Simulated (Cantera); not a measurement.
Mixture: 12.8 % CH₄, 0.653 % H₂, 13.7 % O₂, 60.0 % N₂, 12.8 % H₂O, equivalence ratio 1.9, at 0.650 bar, adiabatic and at constant volume. Ignition delay is the time to a rise of 400 K.

Model: GRI-Mech 3.0 (53 species, 325 reactions), integrated in Cantera.

Question: At T0 = 1375 K, what is the delay, and which 7 reactions control it most (d ln τ / d ln k, from doubling and halving each rate constant)?

Answer: The delay is 9.56 ms.
```tsv
reaction	d ln τ / d ln k	faster rate
H + O2 <=> O + OH	-0.53	shortens it
2 CH3 (+M) <=> C2H6 (+M)	0.50	lengthens it
CH3 + O2 <=> CH3O + O	-0.34	shortens it
CH3 + O2 <=> CH2O + OH	-0.27	shortens it
CH4 + H <=> CH3 + H2	0.19	lengthens it
CH2O + O2 <=> HCO + HO2	-0.12	shortens it
CH2O + CH3 <=> CH4 + HCO	-0.11	shortens it
```
